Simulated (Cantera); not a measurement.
Input: 1 mol SiH4, 59 mol H2, equilibrated at 975 °C and 10.0 Torr.

Method: chemical equilibrium by Gibbs-energy minimisation in Cantera with the NASA 1993 tables (ideal gas, pure condensed phases). Candidate condensed phases: Si; 9 gas species. The numbers say what is thermodynamically allowed, not how fast it happens.

Base state: H2 1.000 (mole fractions); condensed: Si(s).

Question: What changes in the equilibrium state with this change: temperature from 975 °C to 1452 °C?

Answer: 
```json
[
 {"species": "H2", "before": "1.000", "after": "0.998"},
 {"species": "H", "before": "4.04e-6", "after": "0.00161"},
 {"species": "Si", "before": "<1e-9", "after": "7.61e-5"},
 {"species": "SiH", "before": "<1e-9", "after": "1.26e-5"},
 {"species": "SiH2", "before": "3.02e-8", "after": "1.72e-5"},
 {"species": "Si(s), mol", "before": "1.000", "after": "0"},
 {"species": "Si(l), mol", "before": "0", "after": "0.993"}
]
```
Gases not in the tables: Si2H6 and higher silanes.
